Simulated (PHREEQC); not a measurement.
Dissolve 2.1 mol H2SO4 and 0.015 mol K2SO4 per kg of water at 25 °C. It is in equilibrium with CO2 at log p = -3.4 (atm). Otherwise closed; pH follows from the charge balance.

All values are PHREEQC results (Pitzer model, pitzer.dat), not measurements.

```json
{
 "pH": "-0.69",
 "ionic_strength": "3.15 mol/kgw",
 "activity_of_water": "0.907",
 "density": "1.117 g/cm³",
 "osmotic_coefficient": "1.146",
 "total_alkalinity": "-4200 meq/kg"
}
```

| species | molality | activity | log γ |
|---|---|---|---|
| H+ | 2.60 | 4.91 | 0.276 |
| HSO4- | 1.60 | 1.18 | -0.130 |
| SO4-2 | 0.518 | 0.00253 | -2.311 |
| K+ | 0.0300 | 0.0301 | 0.002 |
| CO2 | 1.26e-5 | 1.36e-5 | 0.031 |

Precipitation was switched off in this run. Complexes and solids missing from the database can't appear. In brines, pH and single-ion activities rest on the MacInnes convention.
